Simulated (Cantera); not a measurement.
Feed: 1 mol BN, 11 mol H2O, 28 mol H2, equilibrated at 1000 Pa.

Method: chemical equilibrium by Gibbs-energy minimisation in Cantera with the NASA 1993 tables (ideal gas, pure condensed phases). Candidate condensed phases: B, BN, B2O3, B3O3H3, H2O; 39 gas species. Gases not in the tables: H3BO3. The numbers say what is thermodynamically allowed, not how fast it happens.

### Question
Which condensed phases are stable at each of these points (T (K)): 875, 975, 1075, 1175, 1275, 1375, 1475, 1575, 1675, 1775?

### Answer
```json
[
 {"T (K)": "875", "condensed phases": "B2O3(l)", "B condensed (%)": "92.2"},
 {"T (K)": "975", "condensed phases": "B2O3(l)", "B condensed (%)": "95.3"},
 {"T (K)": "1075", "condensed phases": "B2O3(l)", "B condensed (%)": "95.1"},
 {"T (K)": "1175", "condensed phases": "B2O3(l)", "B condensed (%)": "87.1"},
 {"T (K)": "1275", "condensed phases": "B2O3(l)", "B condensed (%)": "55.2"},
 {"T (K)": "1375", "condensed phases": "gas only", "B condensed (%)": "0.0"},
 {"T (K)": "1475", "condensed phases": "gas only", "B condensed (%)": "0.0"},
 {"T (K)": "1575", "condensed phases": "gas only", "B condensed (%)": "0.0"},
 {"T (K)": "1675", "condensed phases": "gas only", "B condensed (%)": "0.0"},
 {"T (K)": "1775", "condensed phases": "gas only", "B condensed (%)": "0.0"}
]
```

From 875 K to 1275 K the condensed part is B2O3(l). From 1375 K to 1775 K nothing is condensed.
